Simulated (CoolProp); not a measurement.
Properties of methane at several states (Tc = -82.6 °C, pc = 4.599 MPa, ω = 0.011).

Model: reference Helmholtz-energy equation of state, Setzmann 1991, in CoolProp.

```
T (°C)  p (MPa)  phase       Z  isothermal compressibility (1/MPa)  expansivity (1/kK)  viscosity (µPa s)  conductivity (mW/(m K))
------  -------  -----  ------  ----------------------------------  ------------------  -----------------  -----------------------
34.15     0.333    gas  0.9949                               3.018               3.318                [?]                     35.6
314.35   0.0431    gas   1.000                               23.20               1.703                [?]                      [?]
110.15   0.0996    gas  0.9994                               10.05               2.617               13.8                     47.2
51.95    0.0379    gas  0.9995                               26.40               3.082                [?]                      [?]
```

Task: Complete the blanks.

Result: 
- 34.15, viscosity (µPa s): 11.5
- 314.35, viscosity (µPa s): 19.2
- 314.35, conductivity (mW/(m K)): 86.3
- 51.95, viscosity (µPa s): 12.0
- 51.95, conductivity (mW/(m K)): 38.0

Viscosity comes from a separate model (Quiñones-Cisneros 2006). Thermal conductivity comes from a separate model (Friend 1989).
